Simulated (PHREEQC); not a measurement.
1 kg of water holding 0.0047 mol MgSO4, 0.036 mol MgCl2, 0.24 mol LiCl, 0.05 mol NaCl and 0.015 mol KCl is evaporated at 25 °C; the solids stay in contact with the brine. The system is closed to CO2. Solids allowed: Arcanite, Bischofite, Bloedite, Brucite, Carnallite, Epsomite, Glaserite, Halite, Hexahydrite, Kainite, Kieserite, Leonite, Mirabilite, Misenite, Schoenite, Sylvite, Thenardite, MgCl2_4H2O. Others were left out.

The numbers come from PHREEQC with the Pitzer model, pitzer.dat.

```json
[
 {"water left (kg)": "1", "ionic strength": "0.432", "water activity": "0.988", "Na in solution (mol/kgw)": "0.0500", "Li in solution (mol/kgw)": "0.240", "Mg in solution (mol/kgw)": "0.0407"},
 {"water left (kg)": "0.8219", "ionic strength": "0.525", "water activity": "0.985", "Na in solution (mol/kgw)": "0.0608", "Li in solution (mol/kgw)": "0.292", "Mg in solution (mol/kgw)": "0.0495"},
 {"water left (kg)": "0.6755", "ionic strength": "0.639", "water activity": "[?]", "Na in solution (mol/kgw)": "0.0740", "Li in solution (mol/kgw)": "0.355", "Mg in solution (mol/kgw)": "0.0602"},
 {"water left (kg)": "0.5552", "ionic strength": "0.778", "water activity": "[?]", "Na in solution (mol/kgw)": "0.0901", "Li in solution (mol/kgw)": "0.432", "Mg in solution (mol/kgw)": "0.0733"},
 {"water left (kg)": "0.4563", "ionic strength": "0.946", "water activity": "[?]", "Na in solution (mol/kgw)": "0.110", "Li in solution (mol/kgw)": "0.526", "Mg in solution (mol/kgw)": "0.0892"},
 {"water left (kg)": "0.375", "ionic strength": "1.15", "water activity": "0.966", "Na in solution (mol/kgw)": "0.133", "Li in solution (mol/kgw)": "0.640", "Mg in solution (mol/kgw)": "0.109"},
 {"water left (kg)": "0.3082", "ionic strength": "1.40", "water activity": "[?]", "Na in solution (mol/kgw)": "0.162", "Li in solution (mol/kgw)": "0.779", "Mg in solution (mol/kgw)": "0.132"},
 {"water left (kg)": "0.2533", "ionic strength": "1.70", "water activity": "[?]", "Na in solution (mol/kgw)": "0.197", "Li in solution (mol/kgw)": "0.947", "Mg in solution (mol/kgw)": "0.161"},
 {"water left (kg)": "0.2082", "ionic strength": "2.07", "water activity": "0.934", "Na in solution (mol/kgw)": "0.240", "Li in solution (mol/kgw)": "1.15", "Mg in solution (mol/kgw)": "0.195"},
 {"water left (kg)": "0.1711", "ionic strength": "2.52", "water activity": "[?]", "Na in solution (mol/kgw)": "0.292", "Li in solution (mol/kgw)": "1.40", "Mg in solution (mol/kgw)": "0.238"},
 {"water left (kg)": "0.1407", "ionic strength": "3.07", "water activity": "0.895", "Na in solution (mol/kgw)": "0.355", "Li in solution (mol/kgw)": "1.71", "Mg in solution (mol/kgw)": "0.289"}
]
```

### Question
Fill in the missing entries.

### Answer

- 0.6755, water activity: 0.982
- 0.5552, water activity: 0.978
- 0.4563, water activity: 0.973
- 0.3082, water activity: 0.958
- 0.2533, water activity: 0.948
- 0.1711, water activity: 0.917

Complexes and solids missing from the database can't appear.
